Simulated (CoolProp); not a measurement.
The numbers come from the reference Helmholtz-energy equation of state, Lemmon 2006 in CoolProp. It is a short technical equation, of lower accuracy than the large ones.

Question: Give the vapour pressure (bar), vapour density (kg/m³), enthalpy of vaporisation (kJ/kg), liquid cp (kJ/(kg K)) of saturated acetone at 351.6, 400.2 K.

Answer: 
```tsv
T (K)	p (bar)	vapour density (kg/m³)	enthalpy of vaporisation (kJ/kg)	liquid cp (kJ/(kg K))
351.6	2.06	4.45	476	2.30
400.2	7.09	14.9	410	2.52
```
